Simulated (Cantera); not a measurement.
# Chemical vapour transport: Fe₂O₃ + H₂O + N₂

Input: 1 mol Fe₂O₃, 0.89 mol H₂O, 7.7 mol N₂, held at 1398.15 K and 750 Torr.

Cantera equilibrium calculation (NASA polynomials, part measured and part estimated; ideal gas, pure solids and liquids). Candidate condensed phases: Fe, FeO, Fe(OH)₂, Fe(OH)₃, Fe₂O₃, Fe₃O₄, H₂O; 27 gas species. Mutual solubility and eutectic melting of coexisting phases are not modelled. Kinetics and transport are ignored.

```json
{
 "x(N₂)": "0.896",
 "x(H₂O)": "0.104",
 "x(O₂)": "0.000347",
 "x(NO)": "3.11e-5",
 "x(OH)": "6.20e-6",
 "x(H₂)": "2.44e-6",
 "n(Fe₂O₃(s))": "0.981 mol",
 "n(Fe₃O₄(s))": "0.0125 mol",
 "gas_amount": "8.593 mol",
 "log10 activity of Fe(γ) (absent)": "-6.06",
 "log10 activity of Fe(OH)₂(s) (absent)": "-7.46",
 "log10 activity of Fe(OH)₃(s) (absent)": "-10.49"
}
```
